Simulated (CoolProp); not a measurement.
Vapour-liquid equilibrium of n-heptane (1) + ethylbenzene (2) at 359.7 K; x and y are mole fractions of (1).

Values from CoolProp's multi-fluid Helmholtz-energy mixture model, Span 2003 and Zhou 2012; pair parameters Bell 2016.

```
x      bubble pressure, mixture model (MPa)  bubble pressure, Raoult's law (MPa)  y, mixture model  y, Raoult's law
-----  ------------------------------------  -----------------------------------  ----------------  ---------------
0.05                                0.02513                              0.02388             0.187            0.148
0.125                               0.03018                              0.02757             0.371            0.320
0.2                                 0.03473                              0.03126             0.494            0.452
0.275                               0.03889                              0.03495             0.584            0.556
0.35                                0.04273                              0.03864             0.654            0.640
0.425                               0.04632                              0.04232             0.711            0.709
0.5                                 0.04973                              0.04601             0.760            0.767
0.575                               0.05300                              0.04970             0.803            0.817
0.65                                0.05617                              0.05339             0.842            0.860
0.725                               0.05928                              0.05708             0.878            0.897
0.8                                 0.06236                              0.06077             0.912            0.929
0.875                               0.06543                              0.06445             0.946            0.958
0.95                                0.06852                              0.06814             0.978            0.984
```

The largest gap from Raoult's law is +11.3 % in bubble pressure, at x = 0.275. No azeotrope shows between x = 0.05 and 0.95.

The pair parameters rest on a limited set of measurements; away from them the model extrapolates.
